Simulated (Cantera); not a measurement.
Cantera with NASA thermochemical tables; ideal gases at 1 bar, condensed phases pure. Values are per mole of reaction as written; species without (g) are pure solids or liquids, kept so even where they would boil at 1 bar.

Q: Between 773 and 898 K, where is each reaction favourable under standard conditions?
- 2 Si3N4 + 3 O2(g) = 8 N(g) + 6 SiO(g)

A: 
- 2 Si3N4 + 3 O2(g) = 8 N(g) + 6 SiO(g): ΔG° is 3380 kJ at 773 K and 3170 kJ at 898 K; it stays positive (K < 1). ΔH° is 4676 kJ and ΔS° 1677 J/K at 898 K.
